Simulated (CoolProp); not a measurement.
CH2F2 (R32) at 298.15 K and 0.18 MPa flows at 0.37 m/s in a round tube of 2 mm bore and 15 µm roughness, fully developed (64/Re and Nu = 3.66 if laminar; Colebrook and Gnielinski if turbulent). Each further row changes one setting.

The numbers come from the reference Helmholtz-energy equation of state, Tillner-Roth 1997 in CoolProp.

| case | Reynolds number | Darcy friction factor | pressure drop (Pa/m) | heat-transfer coefficient (W/(m² K)) | mass flow (kg/h) |
|---|---|---|---|---|---|
| as stated | 214 | 0.299 | 39.6 | 25.1 | [?] |
| velocity 0.74 m/s | 428 | 0.150 | [?] | 25.1 | 0.0323 |
| diameter 4 mm | 428 | 0.150 | [?] | [?] | 0.0647 |

Task: Complete the blanks.

Result: 
- as stated, mass flow (kg/h): 0.0162
- velocity 0.74 m/s, pressure drop (Pa/m): 79.1
- diameter 4 mm, pressure drop (Pa/m): 9.89
- diameter 4 mm, heat-transfer coefficient (W/(m² K)): 12.5

Viscosity comes from a separate model (Bell 2016), an estimate that may be off by 10 % or more. Thermal conductivity comes from a separate model (Huber 2003), an estimate that may be off by 10 % or more.
